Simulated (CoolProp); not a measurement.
CH3F (R41) at several states: fugacity coefficient from the reference equation and from simpler models built on Tc = 317.3 K, pc = 5906 kPa, ω = 0.200; each cubic takes its own stable root.

Model: reference Helmholtz-energy equation of state, Lemmon 2006, in CoolProp. It is a short technical equation, of lower accuracy than the large ones.

```csv
T (K),p (kPa),phase,reference,van der Waals,Redlich-Kwong,Soave-Redlich-Kwong,Peng-Robinson
205.7,22.7,gas,0.9928,0.9969,0.9957,0.9953,0.9951
402,8280,supercritical,?,?,?,?,?
288.1,51.4,gas,0.9953,0.9967,0.9961,0.9960,0.9956
380.9,7940,supercritical,?,0.7539,0.7550,?,0.7492
```

Complete the blanks.


- 402, reference: 0.7777
- 402, van der Waals: 0.7789
- 402, Redlich-Kwong: 0.7853
- 402, Soave-Redlich-Kwong: 0.8130
- 402, Peng-Robinson: 0.7837
- 380.9, reference: 0.7435
- 380.9, Soave-Redlich-Kwong: 0.7779
